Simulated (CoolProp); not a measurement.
Saturation properties of n-heptane (Tc = 268.1 °C, pc = 2774 kPa, ω = 0.349).

Values from CoolProp's reference Helmholtz-energy equation of state, Span 2003. It is a short technical equation, of lower accuracy than the large ones.

```csv
T (°C),p (kPa),liquid density (kg/m³),vapour density (kg/m³),liquid cp (kJ/(kg K)),surface tension (mN/m),liquid viscosity (µPa s)
125.25,209.7,587.7,6.955,2.692,10.2,160
133.25,255.0,579.3,8.405,2.735,9.53,150
141.15,306.6,570.9,10.07,2.778,8.84,141
149.05,365.8,562.1,11.99,2.822,8.16,133
157.05,434.2,553.0,14.23,2.869,7.48,125
164.95,510.9,543.6,16.79,2.918,6.81,117
172.85,597.3,533.8,19.73,2.970,6.16,110
180.85,695.7,523.4,23.16,3.026,5.52,104
```

It boils at 98.4 °C under 1 atm.

Viscosity comes from a separate model (Michailidou 2014). Surface tension comes from a separate correlation (Mulero 2012).
